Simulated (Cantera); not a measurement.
# Stirred combustor or abatement burner

A perfectly stirred reactor is fed with CO : H2 : O2 : N2 = 1 : 0.13 : 0.856 : 3.22 (molar parts), equivalence ratio 0.66, at 0.330 bar; it is adiabatic with a 773 K inlet, and is followed from long to short residence time, starting on the burning branch (τ in s: 0.11, 0.037, 0.013, 0.0042, 0.0014, 0.00047, 0.00016, 5.3e-05, 1.8e-05, 6e-06).

Detailed kinetics in Cantera: GRI-Mech 3.0 (53 species, 325 reactions).

```tsv
τ (s)	T (K)	x CO	x H2	x O2	x N2O	x HO2	x H2O2
0.11	2226	0.0258	0.000620	0.0700	2.05e-7	1.08e-6	1.50e-8
0.037	2124	0.0367	0.000944	0.0748	1.71e-7	1.29e-6	2.07e-8
0.013	1990	0.0486	0.00136	0.0790	1.41e-7	2.08e-6	3.64e-8
0.0042	1818	0.0609	0.00182	0.0825	1.15e-7	3.55e-6	7.67e-8
0.0014	1628	0.0731	0.00210	0.0865	9.63e-8	5.57e-6	1.68e-7
0.00047	1388	0.102	0.00232	0.102	7.99e-8	9.97e-6	3.59e-7
0.00016	773	0.192	0.0250	0.164	<1e-12	1.63e-12	<1e-12
5.3e-5	773	0.192	0.0250	0.164	<1e-12	<1e-12	<1e-12
1.8e-5	773	0.192	0.0250	0.164	<1e-12	<1e-12	<1e-12
6.0e-6	773	0.192	0.0250	0.164	<1e-12	<1e-12	<1e-12
```
x: mole fraction; the columns are a selection and need not sum to one.
